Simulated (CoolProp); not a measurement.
A simple Rankine cycle with R245ca: condensing at 306.15 K, boiler at 0.707 MPa, turbine inlet 363.6 K, turbine efficiency 0.7, pump efficiency 0.7, no recuperator. Each further row changes one setting.

Computed with CoolProp (reference Helmholtz-energy equation of state, Zhou 2016).

```json
[
 {"case": "as stated", "thermal efficiency (%)": "8.9", "net work (kJ/kg)": "21.9", "heat in (kJ/kg)": "246", "turbine exit temperature (K)": "331.4", "volume ratio over the turbine": "?"},
 {"case": "turbine inlet 383.6 K", "thermal efficiency (%)": "?", "net work (kJ/kg)": "23.7", "heat in (kJ/kg)": "269", "turbine exit temperature (K)": "352.3", "volume ratio over the turbine": "5.30"},
 {"case": "condensing temperature 298.15 K", "thermal efficiency (%)": "10.1", "net work (kJ/kg)": "25.8", "heat in (kJ/kg)": "257", "turbine exit temperature (K)": "326.5", "volume ratio over the turbine": "7.24"},
 {"case": "boiler pressure 0.495 MPa", "thermal efficiency (%)": "7.2", "net work (kJ/kg)": "18.0", "heat in (kJ/kg)": "250", "turbine exit temperature (K)": "339.7", "volume ratio over the turbine": "?"},
 {"case": "turbine efficiency 0.6", "thermal efficiency (%)": "7.6", "net work (kJ/kg)": "?", "heat in (kJ/kg)": "246", "turbine exit temperature (K)": "334.6", "volume ratio over the turbine": "5.46"}
]
```

### Question
Some entries are withheld; supply them.

### Answer

- as stated, volume ratio over the turbine: 5.40
- turbine inlet 383.6 K, thermal efficiency (%): 8.8
- boiler pressure 0.495 MPa, volume ratio over the turbine: 3.67
- turbine efficiency 0.6, net work (kJ/kg): 18.7
